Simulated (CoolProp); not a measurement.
A simple Rankine cycle with R11: condensing at 300.15 K, boiler at 0.409 MPa, turbine inlet 493.2 K, turbine efficiency 0.65, pump efficiency 0.6, no recuperator. Each further row changes one setting.

Model: reference Helmholtz-energy equation of state, Jacobsen 1992, in CoolProp.

```json
[
 {"case": "as stated", "thermal efficiency (%)": "7.5", "net work (kJ/kg)": "22.7", "heat in (kJ/kg)": "302", "turbine exit temperature (K)": "456.3", "volume ratio over the turbine": "3.39"},
 {"case": "condensing temperature 292.15 K", "thermal efficiency (%)": "8.9", "net work (kJ/kg)": "27.4", "heat in (kJ/kg)": "309", "turbine exit temperature (K)": "448.8", "volume ratio over the turbine": "4.44"},
 {"case": "boiler pressure 0.286 MPa", "thermal efficiency (%)": "5.5", "net work (kJ/kg)": "16.7", "heat in (kJ/kg)": "303", "turbine exit temperature (K)": "466.6", "volume ratio over the turbine": "2.40"},
 {"case": "turbine efficiency 0.55", "thermal efficiency (%)": "6.3", "net work (kJ/kg)": "19.1", "heat in (kJ/kg)": "302", "turbine exit temperature (K)": "461.6", "volume ratio over the turbine": "3.43"}
]
```
